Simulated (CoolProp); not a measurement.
Saturation properties of vinyl chloride (Tc = 425.0 K, pc = 56.00 bar, ω = 0.160).

Model: reference Helmholtz-energy equation of state, Thol 2022, in CoolProp.

```tsv
T (K)	p (bar)	liquid density (kg/m³)	vapour density (kg/m³)	enthalpy of vaporisation (kJ/kg)	liquid cp (kJ/(kg K))
235.7	0.3435	1011	1.110	374.1	1.473
249.7	0.6724	987.0	2.069	363.0	1.475
263.7	1.212	962.2	3.572	351.7	1.484
277.7	2.039	937.1	5.797	340.1	1.499
291.6	3.233	911.6	8.923	328.1	1.520
305.6	4.904	885.0	13.23	315.4	1.548
319.6	7.150	857.4	19.01	301.7	1.585
333.6	10.08	828.2	26.61	286.7	1.634
347.6	13.81	797.0	36.56	270.1	1.701
361.6	18.46	762.9	49.62	251.2	1.797
375.5	24.14	724.7	66.89	229.3	1.945
```

It boils at 259.3 K under 1 atm.
